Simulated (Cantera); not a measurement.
NO annealing gas

An isothermal, constant-pressure homogeneous reactor starts with 79.4 % NO, 20.6 % N2, at 1625 K and 760 Torr.

Detailed kinetics in Cantera: GRI-Mech 3.0 (53 species, 325 reactions).

| t (s) | x NO | x N2O | x O | x NO2 | x O2 | x N2 |
|---|---|---|---|---|---|---|
| 0.000100 | 0.794 | 2.59e-6 | 1.93e-7 | 2.42e-6 | 2.99e-9 | 0.206 |
| 0.000274 | 0.794 | 7.03e-6 | 2.10e-7 | 7.02e-6 | 1.29e-8 | 0.206 |
| 0.000753 | 0.794 | 1.88e-5 | 2.57e-7 | 2.00e-5 | 7.64e-8 | 0.206 |
| 0.00207 | 0.794 | 4.80e-5 | 3.88e-7 | 5.78e-5 | 6.70e-7 | 0.206 |
| 0.00567 | 0.793 | 0.000110 | 7.40e-7 | 0.000168 | 8.57e-6 | 0.206 |
| 0.0156 | 0.793 | 0.000193 | 1.38e-6 | 0.000390 | 0.000113 | 0.207 |
| 0.0427 | 0.791 | 0.000232 | 1.72e-6 | 0.000514 | 0.000738 | 0.207 |
| 0.117 | 0.787 | 0.000231 | 1.93e-6 | 0.000583 | 0.00263 | 0.209 |
| 0.321 | 0.777 | 0.000225 | 2.39e-6 | 0.000728 | 0.00776 | 0.214 |
| 0.882 | 0.749 | 0.000208 | 3.30e-6 | 0.000994 | 0.0212 | 0.228 |
| 2.42 | 0.683 | 0.000172 | 4.83e-6 | 0.00135 | 0.0541 | 0.261 |
| 6.64 | 0.548 | 0.000109 | 6.96e-6 | 0.00159 | 0.121 | 0.329 |
| 18.2 | 0.352 | 4.47e-5 | 9.21e-6 | 0.00137 | 0.220 | 0.427 |
| 50.0 | 0.171 | 1.06e-5 | 1.09e-5 | 0.000788 | 0.311 | 0.517 |
x: mole fraction; the columns are a selection and need not sum to one.

Equilibrium at this temperature and pressure: NO 0.00259, N2O 1.35e-7, O 1.22e-5, NO2 1.35e-5, O2 0.396, N2 0.602 (gas phase only).
